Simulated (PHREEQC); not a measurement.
# Nickel, zinc or cadmium bath: speciation

Dissolve 1.54 mmol/kgw NiSO4 and 35 mmol/kgw MnSO4 at 45 °C. Closed to the air; pH follows from the charge balance.

All values are PHREEQC results (ion-association model, wateq4f.dat), not measurements.

The pH is 6.14 and the ionic strength is 0.0812 mol/kgw.

| species | molality | activity | log γ |
|---|---|---|---|
| SO4-2 | 0.0203 | 0.00784 | -0.413 |
| Mn+2 | 0.0194 | 0.00799 | -0.385 |
| MnSO4 | 0.0156 | 0.0159 | 0.008 |
| Ni+2 | 0.000919 | 0.000351 | -0.418 |
| NiSO4 | 0.000620 | 0.000631 | 0.008 |
| MnOH+ | 1.64e-6 | 1.29e-6 | -0.102 |
| HSO4- | 1.14e-6 | 8.91e-7 | -0.106 |
| H+ | 8.82e-7 | 7.32e-7 | -0.081 |
| Ni(SO4)2-2 | 5.92e-7 | 2.26e-7 | -0.418 |
| NiOH+ | 3.15e-7 | 2.47e-7 | -0.104 |
| OH- | 6.97e-8 | 5.37e-8 | -0.113 |

Precipitation was switched off in this run. Away from 25 °C the constants follow the database's enthalpies or fits; those with neither stay at their 25 °C values.
